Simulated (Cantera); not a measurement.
**Silicon epitaxy and polysilicon growth: SiH2Cl2 + N2**

Input: 1 mol SiH2Cl2, a varied amount of N2, equilibrated at 750 °C and 0.133 bar.

Method: chemical equilibrium by Gibbs-energy minimisation in Cantera with the NASA 1993 tables (ideal gas, pure condensed phases). Candidate condensed phases: NH4Cl, Si, Si3N4; 28 gas species. N2 is the only nitrogen source here; it is nearly inert below about 1500 K, so the nitride shown seldom forms there in practice. The tables' values for SiCl3 are old estimates; treat these amounts as uncertain. Equilibrium is a limit: real reactors are often held back by kinetics, nucleation or transport.

| n(N2) (mol) | x N2 | x HCl | x H2 | x SiCl4 | x SiHCl3 | x SiCl3 | x NH3 | x SiCl2 | n Si3N4(s) |
|---|---|---|---|---|---|---|---|---|---|
| 11 | 0.853 | 0.1000 | 0.0315 | 0.0157 | 4.19e-5 | 1.50e-5 | 3.45e-7 | 3.03e-7 | 0.269 |
| 12 | 0.864 | 0.0933 | 0.0287 | 0.0143 | 3.72e-5 | 1.40e-5 | 3.02e-7 | 2.88e-7 | 0.270 |
| 14 | 0.881 | 0.0825 | 0.0242 | 0.0121 | 3.00e-5 | 1.23e-5 | 2.36e-7 | 2.63e-7 | 0.272 |
| 16 | 0.895 | 0.0740 | 0.0209 | 0.0104 | 2.49e-5 | 1.09e-5 | 1.91e-7 | 2.43e-7 | 0.273 |
| 19 | 0.910 | 0.0642 | 0.0172 | 0.00859 | 1.95e-5 | 9.44e-6 | 1.44e-7 | 2.19e-7 | 0.275 |
| 21 | 0.918 | 0.0590 | 0.0154 | 0.00766 | 1.69e-5 | 8.66e-6 | 1.22e-7 | 2.07e-7 | 0.276 |
| 25 | 0.930 | 0.0509 | 0.0126 | 0.00628 | 1.31e-5 | 7.44e-6 | 9.09e-8 | 1.86e-7 | 0.278 |
| 28 | 0.937 | 0.0462 | 0.0110 | 0.00550 | 1.11e-5 | 6.73e-6 | 7.50e-8 | 1.74e-7 | 0.279 |
| 33 | 0.946 | 0.0401 | 0.00911 | 0.00455 | 8.74e-6 | 5.82e-6 | 5.65e-8 | 1.57e-7 | 0.281 |
| 38 | 0.953 | 0.0355 | 0.00772 | 0.00385 | 7.09e-6 | 5.14e-6 | 4.43e-8 | 1.45e-7 | 0.283 |
| 43 | 0.958 | 0.0318 | 0.00667 | 0.00333 | 5.90e-6 | 4.60e-6 | 3.56e-8 | 1.34e-7 | 0.284 |
| 50 | 0.964 | 0.0278 | 0.00558 | 0.00278 | 4.71e-6 | 4.02e-6 | 2.73e-8 | 1.22e-7 | 0.286 |
x: gas mole fraction; n: condensed amount in mol.

From 11 mol N2 to 50 mol N2 the condensed part is Si3N4(s). The main Si-bearing gas is SiCl4 throughout. The share of Si in condensed phases is highest at 50 mol N2 (85.7 %) and lowest at 11 mol N2 (80.6 %).
